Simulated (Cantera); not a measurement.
An adiabatic, constant-volume homogeneous reactor starts with H2 : O2 : N2 : H2O = 1 : 0.568 : 2.14 : 0.3 (molar parts), at 975 K and 760 Torr. Integrator tolerance rtol = 1e-08.

Cantera simulation using GRI-Mech 3.0 (53 species, 325 reactions); the numbers are that mechanism's predictions, not measurements.

**Question.** What does this change do: H2 1 to 2.8 parts?

**Answer.** 
```csv
quantity,before,after
time of steepest temperature rise,22.8 ms,10.0 ms
temperature at 1.00 s,2720 K,2596 K
equilibrium temperature,2720 K,2596 K
x(H2) at 1.00 s,0.0229 (gas-phase equilibrium 0.0229),0.310 (gas-phase equilibrium 0.310)
x(O2) at 1.00 s,0.0202 (gas-phase equilibrium 0.0202),2.70e-5 (gas-phase equilibrium 2.70e-5)
x(H2O) at 1.00 s,0.325 (gas-phase equilibrium 0.325),0.269 (gas-phase equilibrium 0.269)
x(NO) at 1.00 s,0.00884 (gas-phase equilibrium 0.00884),0.000221 (gas-phase equilibrium 0.000221)
x(N2O) at 1.00 s,6.81e-7 (gas-phase equilibrium 6.81e-7),1.38e-8 (gas-phase equilibrium 1.38e-8)
```

**Question.** What does this change do: pressure from 760 Torr to 22500 Torr?

**Answer.** 
```
quantity                                                            before                                    after
---------------------------------  ---------------------------------------  ---------------------------------------
time of steepest temperature rise                                  22.8 ms                                  8.80 ms
temperature at 1.00 s                                               2720 K                                   2902 K
equilibrium temperature                                             2720 K                                   2902 K
x(H2) at 1.00 s                      0.0229 (gas-phase equilibrium 0.0229)    0.0101 (gas-phase equilibrium 0.0101)
x(O2) at 1.00 s                      0.0202 (gas-phase equilibrium 0.0202)    0.0155 (gas-phase equilibrium 0.0155)
x(H2O) at 1.00 s                       0.325 (gas-phase equilibrium 0.325)      0.349 (gas-phase equilibrium 0.349)
x(NO) at 1.00 s                    0.00884 (gas-phase equilibrium 0.00884)    0.0100 (gas-phase equilibrium 0.0100)
x(N2O) at 1.00 s                   6.81e-7 (gas-phase equilibrium 6.81e-7)  4.37e-6 (gas-phase equilibrium 4.37e-6)
```
The hydrogen kinetics of GRI-Mech 3.0 are dated; newer H2 mechanisms differ, most at raised pressure. The pressure lies above the range GRI-Mech 3.0 was tuned for (to about 10 atm).

**Question.** What does this change do: constant pressure in place of constant volume?

**Answer.** 
| quantity | before | after |
|---|---|---|
| time of steepest temperature rise | 22.8 ms | 23.4 ms |
| temperature at 1.00 s | 2720 K | 2509 K |
| equilibrium temperature | 2720 K | 2509 K |
| x(H2) at 1.00 s | 0.0229 (gas-phase equilibrium 0.0229) | 0.0152 (gas-phase equilibrium 0.0152) |
| x(O2) at 1.00 s | 0.0202 (gas-phase equilibrium 0.0202) | 0.0195 (gas-phase equilibrium 0.0195) |
| x(H2O) at 1.00 s | 0.325 (gas-phase equilibrium 0.325) | 0.341 (gas-phase equilibrium 0.341) |
| x(NO) at 1.00 s | 0.00884 (gas-phase equilibrium 0.00884) | 0.00623 (gas-phase equilibrium 0.00623) |
| x(N2O) at 1.00 s | 6.81e-7 (gas-phase equilibrium 6.81e-7) | 3.03e-7 (gas-phase equilibrium 3.03e-7) |
